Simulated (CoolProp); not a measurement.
Vapour-liquid equilibrium of CHF3 (R23) (1) + C2F6 (R116) (2) at 0.116 MPa; x and y are mole fractions of (1).

Model: multi-fluid Helmholtz-energy mixture model, Penoncello 2003 and Lemmon 2006; pair parameters Bell 2016, in CoolProp.

```csv
x,bubble temperature (°C),y at the bubble point,dew temperature at overall composition x (°C),liquid density (mol/L)
0.05,-79.1,0.202,-76.4,11.89
0.125,-82.1,0.362,-77.7,12.36
0.2,-83.7,0.444,-79.0,?
0.275,?,0.492,-80.4,13.31
0.35,-85.0,0.521,-81.9,13.82
0.425,-85.2,0.541,?,14.37
0.5,-85.3,0.556,-84.7,14.97
0.575,-85.3,?,-85.3,?
0.65,-85.3,0.588,-84.7,16.35
0.725,-85.1,0.611,-83.7,17.13
0.8,-84.7,0.649,-82.6,17.99
0.875,?,?,?,18.91
0.95,-81.9,0.843,-80.4,19.87
```

What belongs in the gaps?


- 0.2, liquid density (mol/L): 12.83
- 0.275, bubble temperature (°C): -84.5
- 0.425, dew temperature at overall composition x (°C): -83.3
- 0.575, y at the bubble point: 0.571
- 0.575, liquid density (mol/L): 15.63
- 0.875, bubble temperature (°C): -83.8
- 0.875, y at the bubble point: 0.715
- 0.875, dew temperature at overall composition x (°C): -81.5

y crosses x between x = 0.5 and 0.575: the model has an azeotrope there.

Pair parameters are fitted to limited data, so mixtures are less certain than the pure fluids.
